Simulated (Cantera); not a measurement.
A perfectly stirred reactor is fed with 1.41 % C2H6, 98.6 % N2, at 0.100 bar; it is held at 1100 K, and followed from long to short residence time.

Detailed kinetics in Cantera: GRI-Mech 3.0 (53 species, 325 reactions). GRI-Mech 3.0 stops at C3 and has no aromatics, soot or wall deposition, so with more carbon than oxygen in the feed, carbon stays in small species such as C2H2 where larger ones or solid carbon would form.

**Question.** Predict: x(C2H6) at τ = 8.00 s; x(H2) at τ = 8.00 s; x(C2H4) at τ = 8.00 s; x(C2H2) at τ = 8.00 s; x(CH3) at τ = 8.00 s; x(C2H6) at τ = 83.0 ms; x(H2) at τ = 83.0 ms; x(C2H4) at τ = 83.0 ms; x(C2H2) at τ = 83.0 ms; x(CH3) at τ = 83.0 ms.

**Answer.** 
```json
{
 "x(C2H6) at τ = 8.00 s": "0.000931",
 "x(H2) at τ = 8.00 s": "0.0175",
 "x(C2H4) at τ = 8.00 s": "0.00622",
 "x(C2H2) at τ = 8.00 s": "0.00599",
 "x(CH3) at τ = 8.00 s": "1.33e-6",
 "x(C2H6) at τ = 83.0 ms": "0.0127",
 "x(H2) at τ = 83.0 ms": "0.00130",
 "x(C2H4) at τ = 83.0 ms": "0.00130",
 "x(C2H2) at τ = 83.0 ms": "1.68e-5",
 "x(CH3) at τ = 83.0 ms": "5.47e-6"
}
```
